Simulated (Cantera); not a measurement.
Input: 1 mol CH₃SiCl₃, 0.39 mol C₃H₈, 330 mol H₂, equilibrated at 27.0 mbar.

Method: chemical equilibrium by Gibbs-energy minimisation in Cantera with the NASA 1993 tables (ideal gas, pure condensed phases). Candidate condensed phases: C, C₆H₆, C₇H₈, C₈H₁₈, Si, SiC; 109 gas species. The feed counts by its element totals alone. The numbers say what is thermodynamically allowed, not how fast it happens. All values below are at 1850 K.

Base state: H₂ 0.988, HCl 0.00892, H 0.00326, C₂H₂ (acetylene) 0.000258, Cl 2.24e-5, CH₄ 1.72e-5 (mole fractions); condensed: C(graphite) + SiC(s).

Task: What changes in the equilibrium state with this change: CH₃SiCl₃ replaced by CH₃SiH₃?

Result: 
| species | before | after |
|---|---|---|
| H₂ | 0.988 | 0.996 |
| H | 0.00326 | 0.00327 |
| C₂H₂ (acetylene) | 0.000258 | 0.000261 |
| HCl | 0.00892 | 0 |
| Cl | 2.24e-5 | 0 |
| CH₄ | 1.72e-5 | 1.75e-5 |
| C(graphite), mol | 0.996 | 0.992 |
| SiC(s), mol | 0.994 | 0.997 |

Task: What changes in the equilibrium state with this change: pressure from 27.0 mbar to 6.60 mbar?

Result: 
```tsv
species	before	after
H₂	0.988	0.984
HCl	0.00892	0.00888
H	0.00326	0.00658
Si	7.19e-6	2.94e-5
CH₄	1.72e-5	4.19e-6
Cl	2.24e-5	4.51e-5
C₂H₂ (acetylene)	0.000258	0.000257
C(graphite), mol	0.996	1.01
SiC(s), mol	0.994	0.986
```
